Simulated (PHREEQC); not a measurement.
A made-up water analysis in mg/L, 25 °C, pH 6.27, pe 1.6:

| constituent | mg/L |
|---|---|
| Na | 0.259 |
| K | 0.00177 |
| Ca | 0.0213 |
| Mg | 0.00087 |
| Cl | 0.147 |
| S(6) as SO4 | 0.256 |
| Alkalinity as HCO3 | 0.163 |
| Fe(2) | 0.000189 |
| Li | 0.00133 |

Cl is adjusted to close the charge balance.
Valence states are taken as typed.

The numbers come from PHREEQC with the ion-association model, phreeqc.dat.

* **ionic strength**: 1.64e-5 mol/kgw

```
species  molality  activity   log γ
-------  --------  --------  ------
Na+       1.13e-5   1.12e-5  -0.002
Cl-       4.64e-6   4.62e-6  -0.002
CO2       3.83e-6   3.83e-6   0.000
HCO3-     3.19e-6   3.18e-6  -0.002
SO4-2     2.66e-6   2.61e-6  -0.008
H+        5.40e-7   5.37e-7  -0.002
Ca+2      5.31e-7   5.21e-7  -0.008
Li+       1.92e-7   1.91e-7  -0.002
K+        4.53e-8   4.51e-8  -0.002
Mg+2      3.58e-8   3.51e-8  -0.008
```

This is a speciation only: nothing precipitates in the calculation. Complexes and solids missing from the database can't appear.
